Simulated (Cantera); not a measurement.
A perfectly stirred reactor is fed with CH₄ : C₂H₆ : O₂ : N₂ = 1 : 0.25 : 2.88 : 22.4 (molar parts), equivalence ratio 1.00, at 101000 Pa; it is adiabatic with a 325 K inlet, and is followed from long to short residence time, starting on the burning branch (τ in s: 0.032, 0.012, 0.0045, 0.0017, 0.00062, 0.00023, 8.5e-05, 3.2e-05, 1.2e-05).

Computed with Cantera and GRI-Mech 3.0 (53 species, 325 reactions).

### Question
What does this change do: 1.6 parts CO2 added?

### Answer
```csv
quantity,before,after
"blow-out, bracketed by the residence times tried","burning at 4.50 ms, out at 1.70 ms",not reached
x(CH₄) at τ = 32.0 ms,3.67e-5,0.0355
x(C₂H₆) at τ = 32.0 ms,1.99e-6,0.00889
x(O₂) at τ = 32.0 ms,0.00352,0.102
x(N₂O) at τ = 32.0 ms,8.30e-8,<1e-12
x(H₂O) at τ = 32.0 ms,0.0996,<1e-12
x(CH₄) at τ = 0.620 ms,0.0377,0.0355
x(C₂H₆) at τ = 0.620 ms,0.00942,0.00889
x(O₂) at τ = 0.620 ms,0.109,0.102
x(N₂O) at τ = 0.620 ms,<1e-12,<1e-12
x(H₂O) at τ = 0.620 ms,<1e-12,<1e-12
state,not reached,not burning at any residence time tried
```

### Question
What does this change do: O2 2.88 to 2.1 parts?

### Answer
```json
[
 {"quantity": "blow-out, bracketed by the residence times tried", "before": "burning at 4.50 ms, out at 1.70 ms", "after": "not reached"},
 {"quantity": "x(CH₄) at τ = 32.0 ms", "before": "3.67e-5", "after": "0.0388"},
 {"quantity": "x(C₂H₆) at τ = 32.0 ms", "before": "1.99e-6", "after": "0.00971"},
 {"quantity": "x(O₂) at τ = 32.0 ms", "before": "0.00352", "after": "0.0816"},
 {"quantity": "x(N₂O) at τ = 32.0 ms", "before": "8.30e-8", "after": "<1e-12"},
 {"quantity": "x(H₂O) at τ = 32.0 ms", "before": "0.0996", "after": "<1e-12"},
 {"quantity": "x(CH₄) at τ = 0.620 ms", "before": "0.0377", "after": "0.0388"},
 {"quantity": "x(C₂H₆) at τ = 0.620 ms", "before": "0.00942", "after": "0.00971"},
 {"quantity": "x(O₂) at τ = 0.620 ms", "before": "0.109", "after": "0.0816"},
 {"quantity": "x(N₂O) at τ = 0.620 ms", "before": "<1e-12", "after": "<1e-12"},
 {"quantity": "x(H₂O) at τ = 0.620 ms", "before": "<1e-12", "after": "<1e-12"},
 {"quantity": "state", "before": "not reached", "after": "not burning at any residence time tried"}
]
```
